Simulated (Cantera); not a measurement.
Charge: 1 mol Pb, 0.012 mol O2, 9.6 mol N2, held at 1023.15 K.

Equilibrium computed with Cantera from the NASA thermochemical tables; the gas is ideal and each condensed phase is pure. Candidate condensed phases: Pb, PbO, PbO2, Pb3O4; 12 gas species. Mutual solubility and eutectic melting of coexisting phases are not modelled. Rates play no part.

Problem. What share of the Pb ends up in condensed phases as a function of P (Pa), at 10, 100, 1000, 10000, 100000, 1000000?

Solution. 
```tsv
P (Pa)	Pb condensed (%)	as
10	0.0	-
100	73.0	Pb(l) + PbO(yellow)
1000	97.4	Pb(l) + PbO(yellow)
10000	99.7	Pb(l) + PbO(yellow)
100000	100.0	Pb(l) + PbO(yellow)
1000000	100.0	Pb(l) + PbO(yellow)
```
